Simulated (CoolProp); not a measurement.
Values from CoolProp's reference Helmholtz-energy equation of state, Bücker 2006.

For ethane, give the phase and the isothermal compressibility (1/MPa), viscosity (µPa s), fugacity coefficient at 346.2 K and 487 bar.


- 346.2 K and 487 bar: supercritical; isothermal compressibility 0.00398, viscosity 73.3, fugacity coefficient 0.360

Viscosity comes from a separate model (Friend 1991).
